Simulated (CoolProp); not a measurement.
Values from CoolProp's reference Helmholtz-energy equation of state, Rui 2013.

**Question.** For R236EA, give the phase and the cp (kJ/(kg K)), isothermal compressibility (1/MPa), expansivity (1/kK), viscosity (µPa s) at 138.85 °C and 0.545 MPa.

**Answer.** 
- 138.85 °C and 0.545 MPa: gas; cp 1.04, isothermal compressibility 1.95, expansivity 3.00, viscosity 15.3

Viscosity comes from a separate model (Huber 2003), an estimate that may be off by 10 % or more.
